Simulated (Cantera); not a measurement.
What does this Cantera script print?

```python
import numpy as np
import cantera as ct

gas = ct.Solution("gri30.yaml")
gas.TPX = 1875, 4200, {'NO': 1, 'N2': 2.5}
reactor = ct.IdealGasConstPressureReactor(gas, energy="off", clone=False)
net = ct.ReactorNet([reactor])
net.rtol, net.atol = 1e-08, 1e-18
show = ['NO', 'N2O', 'O2', 'N2', 'O']
times = np.geomspace(1e-06, 6, 14)

steps = ct.SolutionArray(gas, extra=["t"])
rows = []
print(f"{'t/s':>10s}{'T/K':>9s}{'P/Pa':>11s}" + "".join(f"{s:>11s}" for s in show))
for t in times:
    while net.time < t:
        t_next = net.step()
        steps.append(gas.state, t=t_next)
    rows.append([np.interp(t, steps.t, y) for y in (steps.T, steps.P, *steps(*show).X.T)])
    print(f"{t:10.3e}{rows[-1][0]:9.1f}{rows[-1][1]:11.4g}" + "".join(f"{x:11.3e}" for x in rows[-1][2:]))
rate = np.gradient(steps.T, steps.t)
print("integrator steps:", len(steps.t))
if steps.T.max() > steps.T[0] + 200:
    print(f"time of steepest temperature rise: {steps.t[rate.argmax()]:.4e} s")
gas.TPX = 1875, 4200, {'NO': 1, 'N2': 2.5}
gas.equilibrate("TP")
print(f"equilibrium (TP): T = {gas.T:.1f} K  " + "  ".join(f"{s} {gas[s].X[0]:.3e}" for s in show))
```

Output:

```
       t/s      T/K       P/Pa         NO        N2O         O2         N2          O
 1.000e-06   1875.0       4200  2.857e-01  1.513e-09  7.368e-15  7.143e-01  1.513e-09
 3.322e-06   1875.0       4200  2.857e-01  5.025e-09  7.976e-14  7.143e-01  5.025e-09
 1.104e-05   1875.0       4200  2.857e-01  1.669e-08  8.850e-13  7.143e-01  1.669e-08
 3.666e-05   1875.0       4200  2.857e-01  5.541e-08  9.715e-12  7.143e-01  5.544e-08
 1.218e-04   1875.0       4200  2.857e-01  1.837e-07  1.078e-10  7.143e-01  1.841e-07
 4.046e-04   1875.0       4200  2.857e-01  6.067e-07  1.188e-09  7.143e-01  6.108e-07
 1.344e-03   1875.0       4200  2.857e-01  1.975e-06  1.309e-08  7.143e-01  2.025e-06
 4.465e-03   1875.0       4200  2.857e-01  6.144e-06  1.501e-07  7.143e-01  6.764e-06
 1.483e-02   1875.0       4200  2.857e-01  1.654e-05  2.092e-06  7.143e-01  2.368e-05
 4.927e-02   1875.0       4200  2.855e-01  3.001e-05  3.606e-05  7.143e-01  6.933e-05
 1.637e-01   1875.0       4200  2.850e-01  3.268e-05  2.834e-04  7.146e-01  8.974e-05
 5.437e-01   1875.0       4200  2.832e-01  3.209e-05  1.166e-03  7.155e-01  9.692e-05
 1.806e+00   1875.0       4200  2.771e-01  3.024e-05  4.195e-03  7.185e-01  1.177e-04
 6.000e+00   1875.0       4200  2.558e-01  2.477e-05  1.482e-02  7.292e-01  1.701e-04
integrator steps: 418
equilibrium (TP): T = 1875.0 K  NO 4.537e-03  N2O 5.511e-08  O2 1.403e-01  N2 8.547e-01  O 4.423e-04
```

Computed with Cantera and GRI-Mech 3.0 (53 species, 325 reactions). Radical loss at walls, strong at low pressure, is not modelled.
